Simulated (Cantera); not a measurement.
Input: 1 mol TiO2, 2.2 mol C, 0.93 mol CO, equilibrated at 1800 K and 0.150 bar.

Method: chemical equilibrium by Gibbs-energy minimisation in Cantera with the NASA 1993 tables (ideal gas, pure condensed phases). Candidate condensed phases: C, Ti, TiC, TiO, TiO2, Ti2O3, Ti3O5, Ti4O7; 15 gas species. Mutual solubility and eutectic melting of coexisting phases are not modelled. TiC: taken at fixed stoichiometry. Rates play no part.

Base state: CO 1.000, CO2 0.000120 (mole fractions); condensed: TiC(s) + Ti2O3(s).

Q: What changes in the equilibrium state with this change: temperature from 1800 K to 2300 K?

A: 
| species | before | after |
|---|---|---|
| CO | 1.000 | 1.000 |
| TiO | 5.06e-8 | 0.000257 |
| CO2 | 0.000120 | 7.29e-5 |
| Ti | <1e-9 | 5.11e-5 |
| TiC(s), mol | 0.680 | 0.600 |
| Ti2O3(s), mol | 0.160 | 0 |
| TiO(l), mol | 0 | 0.399 |
TiC, TiO: taken at fixed stoichiometry. Condensed phases not in the tables: solid solutions among these carbides, nitrides and lower oxides.
